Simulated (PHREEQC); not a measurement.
## Brine (model solution)

Dissolve 0.015 mol K2CO3, 0.51 mol KCl and 0.26 mol LiCl per kg of water at 29 °C. Closed to the air; pH follows from the charge balance.

All values are PHREEQC results (acid-base model without metal-ligand complexes, phreeqc.dat), not measurements.

```yaml
pH: 10.77
ionic_strength: 0.814 mol/kgw
activity_of_water: 0.973
total_alkalinity: 30.0 meq/kg
```

| species | molality | activity | log γ |
|---|---|---|---|
| Cl- | 0.770 | 0.476 | -0.209 |
| K+ | 0.540 | 0.329 | -0.215 |
| Li+ | 0.260 | 0.177 | -0.167 |
| CO3-2 | 0.0137 | 0.00265 | -0.712 |
| OH- | 0.00133 | 0.000788 | -0.227 |
| HCO3- | 0.00133 | 0.000883 | -0.178 |
| CO2 | 2.72e-8 | 3.29e-8 | 0.081 |

This is a speciation only: nothing precipitates in the calculation. The ionic strength is past about 0.7 mol/kgw, beyond the range of this activity model, so the values are rough. Complexes and solids missing from the database can't appear.
